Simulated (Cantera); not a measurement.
Input: 1 mol Fe2O3, 0.23 mol SO3, 0.12 mol O2, held at 1700 K.

Equilibrium computed with Cantera from the NASA thermochemical tables; the gas is ideal and each condensed phase is pure. Candidate condensed phases: Fe, FeO, FeS, FeSO4, FeS2, Fe2O3, Fe2(SO4)3, Fe3O4, S; 12 gas species. Mutual solubility and eutectic melting of coexisting phases are not modelled. Rates play no part.

Q: Which condensed phases are stable at each of these points (P (Pa)): 1000, 2300, 5400, 13000, 29000, 68000, 160000, 370000, 860000, 2000000?

A: 
```csv
P (Pa),condensed phases,Fe condensed (%)
1000,Fe3O4(s),100.0
2300,Fe3O4(s),100.0
5400,Fe3O4(s),100.0
13000,Fe3O4(s),100.0
29000,Fe3O4(s),100.0
68000,Fe2O3(s) + Fe3O4(s),100.0
160000,Fe2O3(s),100.0
370000,Fe2O3(s),100.0
860000,Fe2O3(s),100.0
2000000,Fe2O3(s),100.0
```

From 10.0 mbar to 0.290 bar the condensed part is Fe3O4(s). At 0.680 bar the condensed part is Fe2O3(s) + Fe3O4(s). From 1.60 bar to 20.0 bar the condensed part is Fe2O3(s).
